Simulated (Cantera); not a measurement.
A closed system holds: 1 mol Cu₂O, 31 mol H₂, 17 mol N₂.

Method: chemical equilibrium by Gibbs-energy minimisation in Cantera with the NASA 1993 tables (ideal gas, pure condensed phases). Candidate condensed phases: Cu, CuO, Cu(OH)₂, Cu₂O, H₂O; 27 gas species. Kinetics and transport are ignored.

What condenses at these points (T in K, P in Pa): (1000, 10); (1300, 130); (1750, 36); (1150, 460); (1300, 1700)?


```csv
T (K),P in Pa,condensed phases,Cu condensed (%)
1000,10,Cu,100.0
1300,130,Cu,99.7
1750,36,gas only,0.0
1150,460,Cu,100.0
1300,1700,Cu,100.0
```
